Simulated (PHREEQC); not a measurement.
A PHREEQC input (ion-association model, phreeqc.dat):

```
SOLUTION 1
  temp 25
  units mg/kgw
  pH 6.21
  pe 10.9
  Na 3170
  K 55.2
  Ca 120
  Mg 244
  Cl 5910
  S(6) 275 as SO4
  Alkalinity 0.000222 as HCO3
  F 1.78
END
USE solution 2
EQUILIBRIUM_PHASES 1
  Quartz 0 0.5
  Fluorite 0 0
  CO2(g) -2.5 10
END
```

It stops with these messages:

```
ERROR: Solution 2 not found.
```

The fault: USE names a solution that was never defined. The line should read `USE solution 1` where the input has `USE solution 2`. With the mend the run ends at pH 5.15 and ionic strength 0.182 mol/kgw.
